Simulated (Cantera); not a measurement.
## N2O furnace oxynitridation

A perfectly stirred reactor is fed with N₂O : O₂ = 1 : 1.1 (molar parts), at 0.680 bar; it is held at 1150 K, and followed from long to short residence time.

Computed with Cantera and GRI-Mech 3.0 (53 species, 325 reactions). GRI-Mech 3.0 was tuned for natural gas; its chemistry of N2O as a main component is partial and can be far from experiment. The mechanism lacks the step 2 NO + O2 → 2 NO2, which can matter for NO2 below about 1400 K. The temperature is held fixed by assumption; the heat of reaction is taken as removed at once.

```csv
τ (s),x N₂O,x O₂,x NO,x O,x NO₂
1.1,0.398,0.536,0.00520,7.28e-7,4.33e-5
0.47,0.439,0.530,0.00254,7.56e-7,2.02e-5
0.19,0.460,0.526,0.00110,7.69e-7,7.78e-6
0.080,0.469,0.525,0.000475,7.75e-7,2.70e-6
0.033,0.473,0.524,0.000199,7.76e-7,7.60e-7
0.013,0.475,0.524,7.87e-5,7.76e-7,1.62e-7
0.0055,0.476,0.524,3.33e-5,7.75e-7,3.36e-8
```
x: mole fraction; the columns are a selection and need not sum to one.
